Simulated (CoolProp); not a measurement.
Properties of oxygen at several states (Tc = -118.6 °C, pc = 50.46 bar, ω = 0.022).

Values from CoolProp's reference Helmholtz-energy equation of state, Schmidt 1985. Above 300 K oxygen's equation is extrapolated.

```json
[
 {"T (°C)": "-23.55", "p (bar)": "0.136", "phase": "gas", "density (kg/m³)": "0.2097", "cv (kJ/(kg K))": "0.6528", "expansivity (1/kK)": "4.009", "viscosity (µPa s)": "17.8", "conductivity (mW/(m K))": "22.4", "fugacity coefficient": "0.9998"},
 {"T (°C)": "479.95", "p (bar)": "0.192", "phase": "gas", "density (kg/m³)": "0.09811", "cv (kJ/(kg K))": "0.7840", "expansivity (1/kK)": "1.328", "viscosity (µPa s)": "40.6", "conductivity (mW/(m K))": "(withheld)", "fugacity coefficient": "1.000"},
 {"T (°C)": "52.15", "p (bar)": "0.372", "phase": "gas", "density (kg/m³)": "0.4402", "cv (kJ/(kg K))": "0.6630", "expansivity (1/kK)": "3.077", "viscosity (µPa s)": "22.0", "conductivity (mW/(m K))": "28.4", "fugacity coefficient": "0.9999"},
 {"T (°C)": "-85.95", "p (bar)": "0.509", "phase": "gas", "density (kg/m³)": "1.048", "cv (kJ/(kg K))": "(withheld)", "expansivity (1/kK)": "5.373", "viscosity (µPa s)": "13.9", "conductivity (mW/(m K))": "17.1", "fugacity coefficient": "0.9981"},
 {"T (°C)": "574.65", "p (bar)": "0.434", "phase": "gas", "density (kg/m³)": "0.1970", "cv (kJ/(kg K))": "(withheld)", "expansivity (1/kK)": "1.179", "viscosity (µPa s)": "44.0", "conductivity (mW/(m K))": "(withheld)", "fugacity coefficient": "1.000"},
 {"T (°C)": "705.15", "p (bar)": "0.387", "phase": "gas", "density (kg/m³)": "0.1522", "cv (kJ/(kg K))": "0.8269", "expansivity (1/kK)": "1.022", "viscosity (µPa s)": "48.4", "conductivity (mW/(m K))": "70.3", "fugacity coefficient": "1.000"}
]
```

Task: Fill in the missing entries.

Result: 
- 479.95, conductivity (mW/(m K)): 57.2
- -85.95, cv (kJ/(kg K)): 0.6507
- 574.65, cv (kJ/(kg K)): 0.8043
- 574.65, conductivity (mW/(m K)): 62.8

Viscosity comes from a separate model (Lemmon 2004). Thermal conductivity comes from a separate model (Lemmon 2004).
